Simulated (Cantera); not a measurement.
Predominance diagram of Sr at 1027 °C against the partial pressures of O2 and H2O (log10, bar). Cantera with NASA thermochemical tables; ideal gases at 1 bar, condensed phases pure. Candidates: Sr(l), SrO(s), Sr(OH)2(l). Only these pure phases compete in this equilibrium. Not in the tables: the peroxide.

```
log p(H2O) \ log p(O2)
        columns: -28, -26.6, -25.2, -23.8, -22.4, -21, -19.6, -18.2, -16.8, -15.4, -14, -12.6, -11.2, -9.8, -8.4, -7, -5.6, -4.2, -2.8, -1.4, 0
      1  A A A A A A A A A A B B B B B B B B B B B
   -0.2  A A A A A A A A A C C C C C C C C C C C C
   -1.3  A A A A A A A C C C C C C C C C C C C C C
   -2.5  A A A A A C C C C C C C C C C C C C C C C
   -3.7  A A A A C C C C C C C C C C C C C C C C C
   -4.8  A A C C C C C C C C C C C C C C C C C C C
     -6  C C C C C C C C C C C C C C C C C C C C C
   -7.2  C C C C C C C C C C C C C C C C C C C C C
   -8.3  C C C C C C C C C C C C C C C C C C C C C
   -9.5  C C C C C C C C C C C C C C C C C C C C C
  -10.7  C C C C C C C C C C C C C C C C C C C C C
  -11.8  C C C C C C C C C C C C C C C C C C C C C
    -13  C C C C C C C C C C C C C C C C C C C C C
```

A: out of reach (another gas would pass 10 bar, or a non-metal would condense); B: Sr(OH)2(l); C: SrO(s).
